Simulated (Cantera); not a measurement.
Input (Python, Cantera) and output of one run.

```python
import numpy as np
import cantera as ct

gas_names = """
    B BCL BCL2 BCL3 BH BH2 BH3 B2 CL CL2 H HCL H2
""".split()
cond_names = """
    B(b) B(L)
""".split()


def load(file, names, dense=False):
    # The tables refer to 1 bar. Condensed volumes are neglected.
    table = {s.name: s for s in ct.Species.list_from_file(file)}
    out = []
    for n in names:
        d = dict(table[n].input_data)
        d["thermo"] = dict(d["thermo"], **{"reference-pressure": 1e5})
        if dense:
            d["equation-of-state"] = {"model": "constant-volume", "density": "1e6 g/cm^3"}
        out.append(ct.Species.from_dict(d))
    return out


gas = ct.Solution(thermo="ideal-gas", species=load("nasa_gas.yaml", gas_names))
cond = {s.name: ct.Solution(thermo="fixed-stoichiometry", species=[s], name=s.name)
        for s in load("nasa_condensed.yaml", cond_names, dense=True)}
atoms = {
    'B': {'B': 1},
    'Cl2': {'CL': 2},
    'H2': {'H': 2},
}
top_T = {}  # K; cautious upper limits of use, not melting points


def equilibrate(T, P, feed):
    n = {}
    for name, mol in feed.items():
        for a, k in atoms[name].items():
            n[a] = n.get(a, 0.0) + k * mol
    gas.TPX = T, P, n
    mass = sum(n.values()) * gas.mean_molecular_weight
    gas.equilibrate("TP")
    valid = [c for c in cond.values() if c.min_temp <= T <= top_T.get(c.name, c.max_temp)]
    mix = ct.Mixture([(gas, mass / gas.mean_molecular_weight)] + [(c, 0.0) for c in valid])
    mix.T, mix.P = T, P
    mix.equilibrate("TP", solver="vcs", rtol=1e-11, max_steps=5000)
    return mix


results = []
feed = {'B': 1, 'Cl2': 0.023, 'H2': 4.6}  # mol
T = 800  # K
P = 10000  # Pa
mix = equilibrate(T, P, feed)
results.append((T, P, feed, dict(zip(mix.species_names, mix.species_moles))))
print(gas.report(threshold=0.0001))
for i in range(1, mix.n_phases):
    print(f"{mix.phase(i).name:16s} {mix.phase_moles(i):12.5e} mol")
```

It prints:

```
       temperature   800 K
          pressure   10000 Pa
           density   0.0035683 kg/m^3
  mean mol. weight   2.3735 kg/kmol
   phase of matter   gas

                          1 kg             1 kmol
                     ---------------   ---------------
          enthalpy        5.7514e+06        1.3651e+07  J
   internal energy        2.9489e+06        6.9993e+06  J
           entropy             75710         1.797e+05  J/K
    Gibbs function       -5.4816e+07       -1.3011e+08  J
 heat capacity c_p             12505             29681  J/K
 heat capacity c_v            9002.2             21367  J/K

                      mass frac. Y      mole frac. X     chem. pot. / RT
                     ---------------   ---------------   ---------------
              BCL3          0.060907         0.0012339           -107.47
               HCL          0.096075         0.0062547           -45.001
                H2           0.84302           0.99251           -19.291
     [  +10 minor]        1.9761e-08        2.8132e-09

B(b)              9.94299e-01 mol
```

These are equilibrium values from Cantera (NASA tables, ideal gas, pure condensed phases), not measurements of a reactor. Gases not in the tables: BHCl2.
